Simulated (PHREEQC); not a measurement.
Solution (65 °C): 0.031 mol/kgw NaH2PO4 and 0.15 mol/kgw NaOH. Closed to the air; pH follows from the charge balance.

Computed with PHREEQC (ion-association model, phreeqc.dat).

```json
[
 {"quantity": "pH", "before": "11.71", "after": "11.64"},
 {"quantity": "PO4-3 (mol/kgw)", "before": "0.0239", "after": "0.0228"},
 {"quantity": "HPO4-2 (mol/kgw)", "before": "0.00656", "after": "0.00760"},
 {"quantity": "NaHPO4- (mol/kgw)", "before": "0.000574", "after": "0.000625"},
 {"quantity": "H2PO4- (mol/kgw)", "before": "5.92e-8", "after": "8.13e-8"}
]
```

Q: Which change was made?
A. NaOH from 0.15 to 0.135 mol/kgw
B. NaH2PO4 from 0.031 to 0.0062 mol/kgw
C. 0.02 mol/kgw Ca(OH)2 added
D. NaOH replaced by NaHS at the same molality

A: A, NaOH from 0.15 to 0.135 mol/kgw

This is a speciation only: nothing precipitates in the calculation. Away from 25 °C the constants follow the database's enthalpies or fits; those with neither stay at their 25 °C values.
